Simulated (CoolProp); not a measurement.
Saturation properties of dodecamethylcyclohexasiloxane (D6) (Tc = 645.8 K, pc = 961.4 kPa, ω = 0.736).

Model: reference Helmholtz-energy equation of state, Colonna 2008, in CoolProp. It is a short technical equation, of lower accuracy than the large ones.

```json
[
 {"T (K)": "452.6", "p (kPa)": "17.97", "vapour density (kg/m³)": "2.179", "enthalpy of vaporisation (kJ/kg)": "117.2", "liquid cp (kJ/(kg K))": "1.886"},
 {"T (K)": "463.2", "p (kPa)": "24.83", "vapour density (kg/m³)": "2.963", "enthalpy of vaporisation (kJ/kg)": "114.4", "liquid cp (kJ/(kg K))": "1.908"},
 {"T (K)": "473.8", "p (kPa)": "33.67", "vapour density (kg/m³)": "3.964", "enthalpy of vaporisation (kJ/kg)": "111.6", "liquid cp (kJ/(kg K))": "(withheld)"},
 {"T (K)": "484.4", "p (kPa)": "44.87", "vapour density (kg/m³)": "5.222", "enthalpy of vaporisation (kJ/kg)": "108.8", "liquid cp (kJ/(kg K))": "1.953"},
 {"T (K)": "495.1", "p (kPa)": "59.00", "vapour density (kg/m³)": "6.806", "enthalpy of vaporisation (kJ/kg)": "(withheld)", "liquid cp (kJ/(kg K))": "1.976"},
 {"T (K)": "505.7", "p (kPa)": "76.27", "vapour density (kg/m³)": "8.746", "enthalpy of vaporisation (kJ/kg)": "102.8", "liquid cp (kJ/(kg K))": "1.999"},
 {"T (K)": "516.3", "p (kPa)": "97.31", "vapour density (kg/m³)": "11.13", "enthalpy of vaporisation (kJ/kg)": "99.60", "liquid cp (kJ/(kg K))": "2.023"},
 {"T (K)": "526.9", "p (kPa)": "122.7", "vapour density (kg/m³)": "14.03", "enthalpy of vaporisation (kJ/kg)": "96.30", "liquid cp (kJ/(kg K))": "(withheld)"},
 {"T (K)": "537.5", "p (kPa)": "153.0", "vapour density (kg/m³)": "17.57", "enthalpy of vaporisation (kJ/kg)": "92.81", "liquid cp (kJ/(kg K))": "2.074"},
 {"T (K)": "548.1", "p (kPa)": "189.0", "vapour density (kg/m³)": "21.88", "enthalpy of vaporisation (kJ/kg)": "89.11", "liquid cp (kJ/(kg K))": "2.102"},
 {"T (K)": "558.7", "p (kPa)": "231.3", "vapour density (kg/m³)": "27.14", "enthalpy of vaporisation (kJ/kg)": "85.14", "liquid cp (kJ/(kg K))": "2.133"},
 {"T (K)": "569.3", "p (kPa)": "280.8", "vapour density (kg/m³)": "33.58", "enthalpy of vaporisation (kJ/kg)": "80.84", "liquid cp (kJ/(kg K))": "2.166"},
 {"T (K)": "579.9", "p (kPa)": "338.5", "vapour density (kg/m³)": "41.53", "enthalpy of vaporisation (kJ/kg)": "76.13", "liquid cp (kJ/(kg K))": "2.205"},
 {"T (K)": "590.6", "p (kPa)": "406.1", "vapour density (kg/m³)": "51.55", "enthalpy of vaporisation (kJ/kg)": "70.84", "liquid cp (kJ/(kg K))": "2.252"},
 {"T (K)": "601.2", "p (kPa)": "483.5", "vapour density (kg/m³)": "64.14", "enthalpy of vaporisation (kJ/kg)": "64.91", "liquid cp (kJ/(kg K))": "(withheld)"}
]
```

**Question.** Some entries are withheld; supply them.

**Answer.** 
- 473.8, liquid cp (kJ/(kg K)): 1.930
- 495.1, enthalpy of vaporisation (kJ/kg): 105.8
- 526.9, liquid cp (kJ/(kg K)): 2.048
- 601.2, liquid cp (kJ/(kg K)): 2.310

It boils at 518.1 K under 1 atm.
